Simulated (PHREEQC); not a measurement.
CaCl2 is added in steps, without added water, to 1 kg of water holding 0.08 mol HF, 0.077 mol NH4F and 0.00016 mol H2SO4, at 67 °C. Oxygen is held at 0.21 atm. CO2 from the air is kept out. Only these solids could form: Gypsum, Fluorite, Portlandite.

Base run: PHREEQC, ion-association model, wateq4f.dat. Each further column changes one thing. The table gives F in solution (mol/kgw).

```tsv
CaCl2 added (mol)	base	database phreeqc.dat	metal-ligand complexes left out	Davies equation for every ion	all activity coefficients set to 1
0	0.157	0.157	0.157	0.157	0.157
0.04406	0.0690	0.0690	0.0690	0.0690	0.0689
0.07344	0.0240	0.0237	0.0239	0.0235	0.0208
0.1175	0.0116	0.0115	0.0116	0.0110	0.00872
0.1616	0.00866	0.00856	0.00863	0.00799	0.00639
0.1909	0.00756	0.00747	0.00752	0.00687	0.00559
0.235	0.00642	0.00633	0.00637	0.00570	0.00482
0.2791	0.00560	0.00552	0.00555	0.00486	0.00431
0.3084	0.00516	0.00508	0.00511	0.00442	0.00405
0.3525	0.00462	0.00453	0.00456	0.00386	0.00374
0.3966	0.00416	0.00408	0.00410	0.00341	0.00350
0.4259	0.00390	0.00382	0.00383	0.00315	0.00336
0.47	0.00356	0.00347	0.00348	0.00281	0.00318
```

The ionic strength passes 0.7 mol/kgw, the rough limit of the ion-association models, in part of: base; database phreeqc.dat; metal-ligand complexes left out; Davies equation for every ion; all activity coefficients set to 1. wateq4f.dat counts part of the HF as a dimer, H2F2, which phreeqc.dat doesn't know; its constant is uncertain. Constants without temperature data keep their 25 °C values here. phreeqc.dat and wateq4f.dat share most of their constants, so their agreement is no independent check. Solids allowed in the column 'database phreeqc.dat': Gypsum, Fluorite.
